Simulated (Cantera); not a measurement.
Ignition delay

Mixture: 9.62 % CH4, 7.03 % CO, 17.5 % O2, 65.8 % N2, equivalence ratio 1.3, at 240000 Pa, adiabatic and at constant pressure. Ignition delay is the time to a rise of 400 K.

Cantera simulation using GRI-Mech 3.0 (53 species, 325 reactions); the numbers are that mechanism's predictions, not measurements.

| T0 (K) | delay (ms) |
|---|---|
| 1000 | 1200 |
| 1050 | 460 |
| 1100 | 189 |
| 1150 | 82.0 |
| 1200 | 37.4 |
| 1250 | 17.8 |

The apparent activation energy between 1150 and 1250 K comes out as 180 kJ/mol.
